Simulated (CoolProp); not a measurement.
Vapour-liquid equilibrium of R22 (1) + R114 (2) at 6.86 bar; x and y are mole fractions of (1).

The numbers come from the multi-fluid Helmholtz-energy mixture model, Kamei 1995 and Platzer 1990; pair parameters Bell 2016 in CoolProp. This equation is an older, rougher fit; its heat capacities, sound speeds and derivatives of the liquid may be far off and weren't checked against measurements.

```
x     bubble temperature, mixture model (°C)  bubble temperature, Raoult's law (°C)  y, mixture model  y, Raoult's law
----  --------------------------------------  -------------------------------------  ----------------  ---------------
0.05                                    58.6                                   60.8             0.195            0.180
0.15                                    46.4                                   50.9             0.447            0.433
0.25                                    38.2                                   42.8             0.593            0.599
0.35                                    32.1                                   36.2             0.688            0.713
0.45                                    27.4                                   30.6             0.758            0.795
0.55                                    23.5                                   25.8             0.813            0.856
0.65                                    20.1                                   21.6             0.861            0.902
0.75                                    17.0                                   17.9             0.904            0.938
0.85                                    14.2                                   14.6             0.944            0.967
0.95                                    11.5                                   11.6             0.982            0.990
```

The largest gap from Raoult's law is -4.6 K in bubble temperature, at x = 0.25. No azeotrope shows between x = 0.05 and 0.95.

Pair parameters are fitted to limited data, so mixtures are less certain than the pure fluids.
